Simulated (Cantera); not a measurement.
Thermodynamics of silicon nitride deposition, feed SiHCl3 + N2 + H2

Charge: 1 mol SiHCl3, 2.7 mol N2, 1.2 mol H2, equilibrated at 923.15 K and 15.0 mbar.

Equilibrium computed with Cantera from the NASA thermochemical tables; the gas is ideal and each condensed phase is pure. Candidate condensed phases: NH4Cl, Si, Si3N4; 28 gas species. N2 is the only nitrogen source here; it is nearly inert below about 1500 K, so the nitride shown seldom forms there in practice. The tables' values for SiCl3 are old estimates; treat these amounts as uncertain. Rates play no part.

```yaml
x(N2): 0.441
x(HCl): 0.322
x(H2): 0.171
x(SiCl4): 0.0659
x(SiHCl3): 0.000125
x(SiCl3): 1.47e-5
n(Si3N4(s)): 0.221 mol
gas_amount: 5.121 mol
log10 activity of Si(s) (absent): -6.82
```
